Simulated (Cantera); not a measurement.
A freely propagating, adiabatic, planar premixed flame of 8.59 % CO, 8.59 % H₂, 1.72 % CH₄, 12.0 % O₂, 49.3 % N₂, 19.8 % H₂O, equivalence ratio 1.0, unburnt at 648 K and 2780 Torr; mixture-averaged transport, grid criteria slope 0.08 and curve 0.16, no radiation.

Cantera simulation using GRI-Mech 3.0 (53 species, 325 reactions); the numbers are that mechanism's predictions, not measurements. Burning velocities carry a grid error of a few per cent, more on coarse grids.

### Question
Predict: laminar burning velocity; thermal thickness; peak x(C₂H₆); peak x(CH₂CO).

### Answer
```json
{
 "laminar_burning_velocity": "106 cm/s",
 "thermal_thickness": "0.145 mm",
 "peak x(C₂H₆)": "2.89e-5",
 "peak x(CH₂CO)": "7.35e-6"
}
```
